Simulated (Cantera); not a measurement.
Mixture: H2 : O2 : N2 : H2O = 1 : 0.746 : 2.46 : 0.18 (molar parts), at 1130 Torr, adiabatic and at constant pressure. Ignition delay is the time to a rise of 400 K.

Cantera simulation using the H2/O2 subset of GRI-Mech 3.0, which has no nitrogen chemistry; the numbers are that mechanism's predictions, not measurements.

Problem. At T0 = 1350 K, what is the delay, and which 8 reactions control it most (d ln τ / d ln k, from doubling and halving each rate constant)?

Solution. The delay is 16.5 µs.
```json
[
 {"reaction": "H + O2 <=> O + OH", "d ln τ / d ln k": "-0.61", "faster rate": "shortens it"},
 {"reaction": "H2 + O <=> H + OH", "d ln τ / d ln k": "-0.18", "faster rate": "shortens it"},
 {"reaction": "H2 + OH <=> H + H2O", "d ln τ / d ln k": "-0.10", "faster rate": "shortens it"},
 {"reaction": "H + HO2 <=> H2 + O2", "d ln τ / d ln k": "-0.05", "faster rate": "shortens it"},
 {"reaction": "H + O2 + H2O <=> HO2 + H2O", "d ln τ / d ln k": "-0.04", "faster rate": "shortens it"},
 {"reaction": "H + OH + M <=> H2O + M", "d ln τ / d ln k": "-0.02", "faster rate": "shortens it"},
 {"reaction": "H + HO2 <=> 2 OH", "d ln τ / d ln k": "-0.01", "faster rate": "shortens it"},
 {"reaction": "H + O2 + N2 <=> HO2 + N2", "d ln τ / d ln k": "0.01", "faster rate": "lengthens it"}
]
```
